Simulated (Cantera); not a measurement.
Charge: 1 mol SiC, 0.55 mol H2O, 2.1 mol H2, 0.13 mol CO2, at 0.000890 bar.

Equilibrium computed with Cantera from the NASA thermochemical tables; the gas is ideal and each condensed phase is pure. Candidate condensed phases: C, C6H6, C7H8, C8H18, H2O, Si, SiC, SiO2; 123 gas species. Gases not in the tables: Si2H6 and higher silanes. Rates play no part. All values below are at 1875 °C.

Base state: H2 0.595, CO 0.164, H 0.108, Si 0.0915, SiO 0.0346, Si2C 0.00447, SiH 0.00103, Si2 0.000489 (mole fractions); condensed: SiC(s).

Task: What changes in the equilibrium state with this change: SiC replaced by Si3N4?

Result: 
```
species      before     after
-----------  ------  --------
H2            0.595     0.303
N2                0     0.258
Si           0.0915     0.247
CO            0.164    0.0138
SiO          0.0346    0.0909
H             0.108    0.0769
Si2N              0  0.000809
SiN               0  0.000701
HCN               0  0.000151
SiC(s), mol   0.439         0
Si(l), mol        0     0.235
```
The tables' values for SiN are old estimates; treat these amounts as uncertain. Further candidate phases: Si2N2O, Si3N4.
